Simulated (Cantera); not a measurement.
**Aluminium nitride and oxide growth: AlCl3 + H2O + N2**

A closed system holds: 1 mol AlCl3, 36 mol H2O, 1.9 mol N2, equilibrated at 4.70 mbar.

Equilibrium computed with Cantera from the NASA thermochemical tables; the gas is ideal and each condensed phase is pure. Candidate condensed phases: Al, AlCl3, AlN, Al2O3, H2O, NH4Cl; 45 gas species. Rates play no part.

| T (K) | log p H2O | log p H2 | log p HCl | log p N2 | log p OH | log p O2 | log p H | log p Cl | n Al2O3(s) |
|---|---|---|---|---|---|---|---|---|---|
| 1925 | -2.40 | -3.99 | -3.48 | -3.65 | -4.49 | -4.42 | -5.01 | -4.63 | 0.500 |
| 1950 | -2.41 | -3.93 | -3.49 | -3.65 | -4.42 | -4.36 | -4.91 | -4.59 | 0.500 |
| 1975 | -2.41 | -3.88 | -3.49 | -3.66 | -4.36 | -4.31 | -4.80 | -4.54 | 0.500 |
| 2000 | -2.41 | -3.83 | -3.50 | -3.66 | -4.29 | -4.26 | -4.70 | -4.50 | 0.500 |
| 2025 | -2.42 | -3.78 | -3.50 | -3.66 | -4.23 | -4.21 | -4.60 | -4.46 | 0.500 |
| 2050 | -2.42 | -3.73 | -3.51 | -3.66 | -4.17 | -4.16 | -4.51 | -4.42 | 0.500 |
| 2075 | -2.43 | -3.68 | -3.52 | -3.66 | -4.11 | -4.11 | -4.41 | -4.38 | 0.500 |
| 2100 | -2.44 | -3.63 | -3.53 | -3.67 | -4.05 | -4.06 | -4.32 | -4.35 | 0.500 |
| 2125 | -2.44 | -3.59 | -3.53 | -3.67 | -3.99 | -4.02 | -4.23 | -4.31 | 0.499 |
| 2150 | -2.45 | -3.55 | -3.54 | -3.67 | -3.94 | -3.97 | -4.15 | -4.28 | 0.499 |
| 2175 | -2.46 | -3.50 | -3.55 | -3.68 | -3.89 | -3.93 | -4.06 | -4.25 | 0.499 |
| 2200 | -2.47 | -3.47 | -3.56 | -3.68 | -3.84 | -3.89 | -3.98 | -4.22 | 0.498 |
log p: log10 of the partial pressure in bar; n: condensed amount in mol.

From 1925 K to 2200 K the condensed part is Al2O3(s). The main Al-bearing gas is AlO2H throughout.
